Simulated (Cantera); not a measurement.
Input: 1 mol SiC, 0.073 mol O₂, 330 mol H₂, held at 1.00 bar.

These are equilibrium values from Cantera (NASA tables, ideal gas, pure condensed phases), not measurements of a reactor. Candidate condensed phases: C, C₆H₆, C₇H₈, C₈H₁₈, H₂O, Si, SiC, SiO₂; 123 gas species. Equilibrium is a limit: real reactors are often held back by kinetics, nucleation or transport. All values below are at 1750 K.

Base state: H₂ 0.999, SiO 0.000245, H 0.000232, CO 0.000196, CH₄ 5.64e-5 (mole fractions); condensed: SiC(s).

**Question.** What changes in the equilibrium state with this change: pressure from 1.00 bar to 14.0 Pa?

**Answer.** 
```tsv
species	before	after
H₂	0.999	0.980
H	0.000232	0.0195
Si	4.62e-7	0.000453
CH₄	5.64e-5	5.53e-8
C₂H₂ (acetylene)	4.39e-7	2.29e-5
SiO	0.000245	1.01e-5
CO	0.000196	0.000428
SiC(s), mol	0.916	0.840
```
